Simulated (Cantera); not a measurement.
A perfectly stirred reactor is fed with CH₄ : H₂O : H₂ = 1 : 0.66 : 0.41 (molar parts), at 180000 Pa; it is held at 1600 K, and followed from long to short residence time.

Model: GRI-Mech 3.0 (53 species, 325 reactions), integrated in Cantera. GRI-Mech 3.0 stops at C3 and has no aromatics, soot or wall deposition, so with more carbon than oxygen in the feed, carbon stays in small species such as C2H2 where larger ones or solid carbon would form.

Q: What does this change do: temperature 1600 to 1623 K?

A: 
```csv
quantity,before,after
x(CH₄) at τ = 9.00 s,0.0744,0.0617
x(H₂O) at τ = 9.00 s,0.0792,0.0638
x(H₂) at τ = 9.00 s,0.666,0.687
x(C₂H₂) at τ = 9.00 s,0.0509,0.0491
x(CO) at τ = 9.00 s,0.118,0.129
x(CH₄) at τ = 64.0 ms,0.251,0.216
x(H₂O) at τ = 64.0 ms,0.265,0.254
x(H₂) at τ = 64.0 ms,0.403,0.436
x(C₂H₂) at τ = 64.0 ms,0.0686,0.0792
x(CO) at τ = 64.0 ms,0.00391,0.00601
```
